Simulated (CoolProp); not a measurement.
R141b along the isobar 5.3 MPa: fugacity coefficient from the reference equation and from simpler models built on Tc = 477.5 K, pc = 4.212 MPa, ω = 0.220; each cubic takes its own stable root.

The numbers come from the reference Helmholtz-energy equation of state, Lemmon 2006 in CoolProp. It is a short technical equation, of lower accuracy than the large ones.

```
T (K)          phase  reference
-----  -------------  ---------
396           liquid     0.2007
405.5         liquid     0.2342
414.9         liquid     0.2700
424.4         liquid     0.3088
433.8         liquid     0.3494
443.3         liquid     0.3924
452.7         liquid     0.4366
462.2         liquid     0.4822
471.6         liquid     0.5277
481.1  supercritical     0.5729
490.5  supercritical     0.6147
500    supercritical     0.6487
```

Task: How far does each simpler model (Soave-Redlich-Kwong, Peng-Robinson) lie from the reference over these 12 states: mean and median of the absolute difference, and the worst?

Result: 
- Soave-Redlich-Kwong: mean 1.7 %, median 2.0 %, worst +2.6 % at 396 K and 5.3 MPa
- Peng-Robinson: mean 2.4 %, median 2.1 %, worst -3.9 % at 500 K and 5.3 MPa
